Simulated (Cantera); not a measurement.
**Equilibrium for silicon oxide and oxynitride deposition: SiF₄ + O₂ + N₂ + O₃**

Charge: 1 mol SiF₄, 0.055 mol O₂, a varied amount of N₂, 9.8 mol O₃, equilibrated at 1202 °C and 1330 Pa.

Equilibrium computed with Cantera from the NASA thermochemical tables; the gas is ideal and each condensed phase is pure. Candidate condensed phases: Si, SiO₂, Si₂N₂O, Si₃N₄; 28 gas species. Equilibrium is a limit: real reactors are often held back by kinetics, nucleation or transport.

| n(N₂) (mol) | x N₂ | x O₂ | x SiF₄ | x NO |
|---|---|---|---|---|
| 2 | 0.112 | 0.831 | 0.0563 | 0.000811 |
| 3.4 | 0.177 | 0.770 | 0.0522 | 0.000981 |
| 5.9 | 0.272 | 0.681 | 0.0462 | 0.00114 |
| 10 | 0.388 | 0.572 | 0.0388 | 0.00125 |
| 17 | 0.518 | 0.450 | 0.0305 | 0.00128 |
| 30 | 0.655 | 0.322 | 0.0219 | 0.00122 |
| 51 | 0.763 | 0.220 | 0.0150 | 0.00109 |
| 87 | 0.846 | 0.143 | 0.00973 | 0.000924 |
| 150 | 0.905 | 0.0886 | 0.00603 | 0.000752 |
x: gas mole fraction; nothing condenses.

From 2 mol N₂ to 150 mol N₂ nothing is condensed. The main Si-bearing gas is SiF₄ throughout.
